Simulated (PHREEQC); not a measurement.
Make-up at 25 °C: 0.0013 mol NiCl2, 0.019 mol H3BO3 and 0.074 mol HCl per kg of water. Closed to the air; pH follows from the charge balance.

All values are PHREEQC results (ion-association model, wateq4f.dat), not measurements.

This is a speciation only: nothing precipitates in the calculation.

Q: What pH does the model give?

A: pH 1.21.

Q: In which forms is Ni present?

A: Ni+2 92 %, NiCl+ 7.0 %, NiCl2 1.2 % of the Ni.
